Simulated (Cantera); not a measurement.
Source: NASA polynomial tables (part measured, part estimated), evaluated in Cantera. Values are per mole of reaction as written; species without (g) are pure solids or liquids, kept so even where they would boil at 1 bar.

Q: Between 300 and 1000 K, where is each reaction favourable under standard conditions?
- 3 N₂(g) + 2 NO₂(g) ⇌ 4 N₂O(g)

A: 
- 3 N₂(g) + 2 NO₂(g) ⇌ 4 N₂O(g): ΔG° is 311 kJ at 300 K and 431 kJ at 1000 K; it stays positive (K < 1). ΔH° is 265 kJ and ΔS° -166 J/K at 1000 K.
